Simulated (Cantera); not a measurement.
**Thermodynamics of silicon oxide and oxynitride deposition, feed TEOS + N2O**

Feed: 1 mol TEOS, 0.22 mol N2O, at 5.25 Torr.

Cantera equilibrium calculation (NASA polynomials, part measured and part estimated; ideal gas, pure solids and liquids). Candidate condensed phases: C, C6H6, C7H8, C8H18, H2O, Si, SiC, SiO2, Si2N2O, Si3N4; 151 gas species. The feed counts by its element totals alone. Mutual solubility and eutectic melting of coexisting phases are not modelled. The tables hold silica as quartz up to 1696 K and as liquid above; real silica turns to tridymite and cristobalite and melts near 1996 K. The numbers say what is thermodynamically allowed, not how fast it happens.

```json
[
 {"T (K)": "723", "x H2": "0.793", "x CO": "0.0588", "x H2O": "0.0667", "x CO2": "0.0379", "x CH4": "0.0235", "x N2": "0.0199", "x H": "<1e-12", "n C(graphite)": "6.67", "n SiO2(α-quartz)": "1.00", "n SiO2(β-quartz)": "0", "n Si2N2O(s)": "0", "n SiC(s)": "0"},
 {"T (K)": "823", "x H2": "0.803", "x CO": "0.155", "x H2O": "0.0115", "x CO2": "0.00806", "x CH4": "0.00421", "x N2": "0.0181", "x H": "7.86e-11", "n C(graphite)": "5.97", "n SiO2(α-quartz)": "1.00", "n SiO2(β-quartz)": "0", "n Si2N2O(s)": "0", "n SiC(s)": "0"},
 {"T (K)": "923", "x H2": "0.803", "x CO": "0.176", "x H2O": "0.00153", "x CO2": "0.000685", "x CH4": "0.00105", "x N2": "0.0177", "x H": "2.62e-9", "n C(graphite)": "5.79", "n SiO2(α-quartz)": "0", "n SiO2(β-quartz)": "1.00", "n Si2N2O(s)": "0", "n SiC(s)": "0"},
 {"T (K)": "1023", "x H2": "0.803", "x CO": "0.178", "x H2O": "0.000274", "x CO2": "7.95e-5", "x CH4": "0.000339", "x N2": "0.0177", "x H": "4.44e-8", "n C(graphite)": "5.78", "n SiO2(α-quartz)": "0", "n SiO2(β-quartz)": "1.00", "n Si2N2O(s)": "0", "n SiC(s)": "0"},
 {"T (K)": "1123", "x H2": "0.804", "x CO": "0.178", "x H2O": "6.62e-5", "x CO2": "1.35e-5", "x CH4": "0.000133", "x N2": "0.0177", "x H": "4.56e-7", "n C(graphite)": "5.78", "n SiO2(α-quartz)": "0", "n SiO2(β-quartz)": "1.00", "n Si2N2O(s)": "0", "n SiC(s)": "0"},
 {"T (K)": "1223", "x H2": "0.804", "x CO": "0.178", "x H2O": "2.02e-5", "x CO2": "3.07e-6", "x CH4": "6.03e-5", "x N2": "0.0177", "x H": "3.22e-6", "n C(graphite)": "5.78", "n SiO2(α-quartz)": "0", "n SiO2(β-quartz)": "1.000", "n Si2N2O(s)": "0", "n SiC(s)": "0"},
 {"T (K)": "1323", "x H2": "0.779", "x CO": "0.219", "x H2O": "8.77e-6", "x CO2": "1.33e-6", "x CH4": "2.89e-5", "x N2": "0.00162", "x H": "1.67e-5", "n C(graphite)": "5.18", "n SiO2(α-quartz)": "0", "n SiO2(β-quartz)": "0.601", "n Si2N2O(s)": "0.199", "n SiC(s)": "0"},
 {"T (K)": "1423", "x H2": "0.699", "x CO": "0.290", "x H2O": "4.38e-6", "x CO2": "8.02e-7", "x CH4": "1.30e-5", "x N2": "0.0109", "x H": "6.64e-5", "n C(graphite)": "2.98", "n SiO2(α-quartz)": "0", "n SiO2(β-quartz)": "0", "n Si2N2O(s)": "0.0632", "n SiC(s)": "0.868"},
 {"T (K)": "1523", "x H2": "0.692", "x CO": "0.292", "x H2O": "2.06e-6", "x CO2": "3.23e-7", "x CH4": "7.72e-6", "x N2": "0.0152", "x H": "0.000230", "n C(graphite)": "2.80", "n SiO2(α-quartz)": "0", "n SiO2(β-quartz)": "0", "n Si2N2O(s)": "0", "n SiC(s)": "0.991"},
 {"T (K)": "1623", "x H2": "0.692", "x CO": "0.291", "x H2O": "1.07e-6", "x CO2": "1.45e-7", "x CH4": "4.97e-6", "x N2": "0.0151", "x H": "0.000687", "n C(graphite)": "2.80", "n SiO2(α-quartz)": "0", "n SiO2(β-quartz)": "0", "n Si2N2O(s)": "0", "n SiC(s)": "0.987"},
 {"T (K)": "1723", "x H2": "0.691", "x CO": "0.291", "x H2O": "5.98e-7", "x CO2": "7.16e-8", "x CH4": "3.36e-6", "x N2": "0.0150", "x H": "0.00181", "n C(graphite)": "2.81", "n SiO2(α-quartz)": "0", "n SiO2(β-quartz)": "0", "n Si2N2O(s)": "0", "n SiC(s)": "0.981"},
 {"T (K)": "1823", "x H2": "0.688", "x CO": "0.290", "x H2O": "3.56e-7", "x CO2": "3.83e-8", "x CH4": "2.37e-6", "x N2": "0.0148", "x H": "0.00430", "n C(graphite)": "2.82", "n SiO2(α-quartz)": "0", "n SiO2(β-quartz)": "0", "n Si2N2O(s)": "0", "n SiC(s)": "0.975"},
 {"T (K)": "1923", "x H2": "0.684", "x CO": "0.289", "x H2O": "2.23e-7", "x CO2": "2.19e-8", "x CH4": "1.72e-6", "x N2": "0.0146", "x H": "0.00931", "n C(graphite)": "2.82", "n SiO2(α-quartz)": "0", "n SiO2(β-quartz)": "0", "n Si2N2O(s)": "0", "n SiC(s)": "0.966"},
 {"T (K)": "2023", "x H2": "0.675", "x CO": "0.287", "x H2O": "1.45e-7", "x CO2": "1.32e-8", "x CH4": "1.27e-6", "x N2": "0.0142", "x H": "0.0186", "n C(graphite)": "2.83", "n SiO2(α-quartz)": "0", "n SiO2(β-quartz)": "0", "n Si2N2O(s)": "0", "n SiC(s)": "0.951"}
]
```
x: gas mole fraction; n: condensed amount in mol.

From 723 K to 823 K the condensed part is C(graphite) + SiO2(α-quartz). From 923 K to 1223 K the condensed part is C(graphite) + SiO2(β-quartz). At 1323 K the condensed part is C(graphite) + SiO2(β-quartz) + Si2N2O(s). At 1423 K the condensed part is C(graphite) + SiC(s) + Si2N2O(s). From 1523 K to 2023 K the condensed part is C(graphite) + SiC(s).
